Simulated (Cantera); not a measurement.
## Nitride etching: Si₃N₄ + HCl

A closed system holds: 1 mol Si₃N₄, a varied amount of HCl, at 1523.15 K and 31.0 Pa.

Cantera equilibrium calculation (NASA polynomials, part measured and part estimated; ideal gas, pure solids and liquids). Candidate condensed phases: NH₄Cl, Si, Si₃N₄; 28 gas species. Mutual solubility and eutectic melting of coexisting phases are not modelled. The tables' values for SiCl₃, SiCl are old estimates; treat these amounts as uncertain. Rates play no part.

From 2.6 mol HCl to 6.2 mol HCl the condensed part is Si(s) + Si₃N₄(s). From 9.7 mol HCl to 24 mol HCl nothing is condensed. The main Si-bearing gas is SiCl₂ throughout.

```
n(HCl) (mol)  x HCl   x H₂  x SiCl₂    x N₂  n Si(s)  n Si₃N₄(s)
------------  -----  -----  -------  ------  -------  ----------
2.6           0.164  0.299    0.293   0.239    0.212       0.591
6.2           0.164  0.299    0.293   0.239    0.505      0.0255
9.7           0.310  0.260    0.251   0.171        0           0
13            0.458  0.205    0.192   0.134        0           0
17            0.569  0.164    0.149   0.106        0           0
20            0.626  0.143    0.127  0.0913        0           0
24            0.682  0.122    0.106  0.0773        0           0
```
x: gas mole fraction; n: condensed amount in mol.
